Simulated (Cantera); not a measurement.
What does this Cantera script print?

```python
import numpy as np
import cantera as ct

gas = ct.Solution("gri30.yaml")
gas.TPX = 2023, 660000, {'CH4': 1, 'H2O': 1.9}
reactor = ct.IdealGasConstPressureReactor(gas, energy="off", clone=False)
net = ct.ReactorNet([reactor])
net.rtol, net.atol = 1e-08, 1e-18
show = ['CH4', 'H2O', 'C2H4', 'O2', 'HO2', 'CH2CO', 'C2H']
times = np.geomspace(2e-05, 30, 14)

steps = ct.SolutionArray(gas, extra=["t"])
rows = []
print(f"{'t/s':>10s}{'T/K':>9s}{'P/Pa':>11s}" + "".join(f"{s:>11s}" for s in show))
for t in times:
    while net.time < t:
        t_next = net.step()
        steps.append(gas.state, t=t_next)
    rows.append([np.interp(t, steps.t, y) for y in (steps.T, steps.P, *steps(*show).X.T)])
    print(f"{t:10.3e}{rows[-1][0]:9.1f}{rows[-1][1]:11.4g}" + "".join(f"{x:11.3e}" for x in rows[-1][2:]))
rate = np.gradient(steps.T, steps.t)
print("integrator steps:", len(steps.t))
if steps.T.max() > steps.T[0] + 200:
    print(f"time of steepest temperature rise: {steps.t[rate.argmax()]:.4e} s")
gas.TPX = 2023, 660000, {'CH4': 1, 'H2O': 1.9}
gas.equilibrate("TP")
print(f"equilibrium (TP): T = {gas.T:.1f} K  " + "  ".join(f"{s} {gas[s].X[0]:.3e}" for s in show))
```

It prints:

```
       t/s      T/K       P/Pa        CH4        H2O       C2H4         O2        HO2      CH2CO        C2H
 2.000e-05   2023.0    6.6e+05  1.901e-01  5.835e-01  1.434e-02  3.802e-08  1.233e-10  8.546e-05  1.153e-06
 5.972e-05   2023.0    6.6e+05  1.109e-01  5.300e-01  4.127e-03  2.798e-08  8.774e-11  1.523e-04  1.995e-06
 1.783e-04   2023.0    6.6e+05  5.599e-02  4.817e-01  1.941e-03  1.553e-08  6.612e-11  1.593e-04  2.287e-06
 5.325e-04   2023.0    6.6e+05  3.026e-02  4.237e-01  1.536e-03  1.011e-08  4.759e-11  1.270e-04  2.041e-06
 1.590e-03   2023.0    6.6e+05  2.169e-02  3.432e-01  1.168e-03  5.779e-09  2.589e-11  6.971e-05  1.303e-06
 4.747e-03   2023.0    6.6e+05  1.427e-02  2.555e-01  6.070e-04  3.012e-09  1.194e-11  2.453e-05  5.544e-07
 1.418e-02   2023.0    6.6e+05  6.199e-03  1.938e-01  1.384e-04  1.748e-09  6.206e-12  4.451e-06  1.109e-07
 4.233e-02   2023.0    6.6e+05  6.966e-04  1.733e-01  2.351e-06  1.390e-09  4.797e-12  1.436e-07  1.809e-09
 1.264e-01   2023.0    6.6e+05  7.229e-07  1.722e-01  6.649e-12  1.376e-09  4.758e-12  9.335e-11  5.213e-15
 3.774e-01   2023.0    6.6e+05  4.374e-07  1.722e-01  2.772e-12  1.376e-09  4.758e-12  5.675e-11  2.177e-15
 1.127e+00   2023.0    6.6e+05  4.374e-07  1.722e-01  2.772e-12  1.376e-09  4.758e-12  5.675e-11  2.177e-15
 3.365e+00   2023.0    6.6e+05  4.374e-07  1.722e-01  2.772e-12  1.376e-09  4.758e-12  5.675e-11  2.177e-15
 1.005e+01   2023.0    6.6e+05  4.374e-07  1.722e-01  2.772e-12  1.376e-09  4.758e-12  5.675e-11  2.177e-15
 3.000e+01   2023.0    6.6e+05  4.374e-07  1.722e-01  2.772e-12  1.376e-09  4.758e-12  5.675e-11  2.177e-15
integrator steps: 2058
equilibrium (TP): T = 2023.0 K  CH4 4.960e-07  H2O 1.722e-01  C2H4 3.199e-12  O2 1.376e-09  HO2 4.758e-12  CH2CO 6.434e-11  C2H 2.510e-15
```

Computed with Cantera and GRI-Mech 3.0 (53 species, 325 reactions).
